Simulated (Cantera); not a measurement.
Input: 1 mol Cu, 0.0042 mol O2, a varied amount of CO, held at 1425 K and 1 atm.

These are equilibrium values from Cantera (NASA tables, ideal gas, pure condensed phases), not measurements of a reactor. Candidate condensed phases: C, Cu, CuO, Cu2O; 15 gas species. Equilibrium is a limit: real reactors are often held back by kinetics, nucleation or transport.

x: gas mole fraction; n: condensed amount in mol.

```tsv
n(CO) (mol)	x CO	x CO2	x Cu	n Cu(l)	n C(graphite)
0.96	0.991	[?]	2.14e-6	1.000	0
1.3	0.994	[?]	2.14e-6	1.000	0
1.9	0.996	[?]	2.14e-6	1.000	0
2.6	0.997	[?]	2.14e-6	1.000	0
3.6	0.998	[?]	2.14e-6	1.000	0
5	0.998	[?]	2.14e-6	1.000	0
7	0.999	0.00135	2.14e-6	1.000	0.00104
9.8	0.999	0.00135	2.14e-6	1.000	0.00482
14	0.999	0.00135	2.14e-6	1.000	0.0105
19	0.999	0.00135	2.14e-6	1.000	0.0172
27	0.999	0.00135	2.14e-6	1.000	0.0280
37	0.999	0.00135	2.14e-6	1.000	0.0415
```

What belongs in the gaps?


- 0.96, x CO2: 0.00875
- 1.3, x CO2: 0.00646
- 1.9, x CO2: 0.00442
- 2.6, x CO2: 0.00323
- 3.6, x CO2: 0.00233
- 5, x CO2: 0.00168
